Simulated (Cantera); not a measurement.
# Gas activation for diamond growth

An isothermal, constant-pressure homogeneous reactor starts with CH₄ : H₂ : H = 0.026 : 1 : 0.016 (molar parts), at 2300 K and 1330 Pa.

Cantera simulation using GRI-Mech 3.0 (53 species, 325 reactions); the numbers are that mechanism's predictions, not measurements. GRI-Mech 3.0 stops at C3 and has no aromatics, soot or wall deposition, so with more carbon than oxygen in the feed, carbon stays in small species such as C2H2 where larger ones or solid carbon would form. Radical loss at walls, strong at low pressure, is not modelled.

| t (s) | x CH₄ | x H₂ | x H | x C₂H₄ | x C₂H₆ |
|---|---|---|---|---|---|
| 7.00e-6 | 0.0227 | 0.962 | 0.0131 | 3.28e-7 | 5.82e-8 |
| 3.46e-5 | 0.0206 | 0.964 | 0.0112 | 1.91e-5 | 1.45e-6 |
| 0.000171 | 0.0199 | 0.964 | 0.0116 | 0.000111 | 1.91e-6 |
| 0.000844 | 0.0171 | 0.963 | 0.0139 | 0.000134 | 1.75e-6 |
| 0.00417 | 0.00806 | 0.963 | 0.0191 | 5.34e-5 | 5.42e-7 |
| 0.0206 | 0.00100 | 0.960 | 0.0270 | 2.54e-6 | 1.16e-8 |
| 0.102 | 7.31e-5 | 0.949 | 0.0386 | 5.86e-7 | 8.26e-11 |
| 0.503 | 7.32e-6 | 0.926 | 0.0621 | 3.14e-7 | 1.22e-12 |
| 2.49 | 4.05e-6 | 0.908 | 0.0802 | 2.23e-7 | <1e-12 |
| 12.3 | 4.02e-6 | 0.908 | 0.0805 | 2.22e-7 | <1e-12 |
| 60.7 | 4.02e-6 | 0.908 | 0.0805 | 2.22e-7 | <1e-12 |
| 300 | 4.02e-6 | 0.908 | 0.0805 | 2.22e-7 | <1e-12 |
x: mole fraction; the columns are a selection and need not sum to one.

Equilibrium at this temperature and pressure: CH₄ 4.05e-6, H₂ 0.908, H 0.0805, C₂H₄ 2.22e-7, C₂H₆ <1e-12 (gas phase only).
